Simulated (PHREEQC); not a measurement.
Dissolve 0.46 mmol/kgw CaSO4, 2.2 mmol/kgw NaF and 0.14 mmol/kgw KCl at 44 °C. Closed to the air; pH follows from the charge balance.

Model: ion-association model, wateq4f.dat, run in PHREEQC.

Q: The ionic strength comes out as 0.00405 mol/kgw. What activity coefficients do F-, K+, NaSO4-, SO4-2, Cl- get?

A: F- 0.93, K+ 0.93, NaSO4- 0.93, SO4-2 0.76, Cl- 0.93.

Precipitation was switched off in this run. Examples of supersaturated solids here: Fluorite. Others may be too. At this temperature some constants are extrapolated from 25 °C, and those without enthalpy data are left unchanged.
